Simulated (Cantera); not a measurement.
Feed: 1 mol PbS, a varied amount of H2, 7.6 mol N2, held at 977 °C and 101000 Pa.

These are equilibrium values from Cantera (NASA tables, ideal gas, pure condensed phases), not measurements of a reactor. Candidate condensed phases: Pb, PbS, S; 18 gas species. Rates play no part.

Q: Which condensed phases are stable at each of these points (n(H2) (mol)): 300, 500, 700, 910, 1100, 1300, 1500, 1700, 1900, 2100?

A: 
| n(H2) (mol) | condensed phases | Pb condensed (%) |
|---|---|---|
| 300 | Pb(l) | 45.0 |
| 500 | Pb(l) | 18.7 |
| 700 | gas only | 0.0 |
| 910 | gas only | 0.0 |
| 1100 | gas only | 0.0 |
| 1300 | gas only | 0.0 |
| 1500 | gas only | 0.0 |
| 1700 | gas only | 0.0 |
| 1900 | gas only | 0.0 |
| 2100 | gas only | 0.0 |

From 300 mol H2 to 500 mol H2 the condensed part is Pb(l). From 700 mol H2 to 2100 mol H2 nothing is condensed.
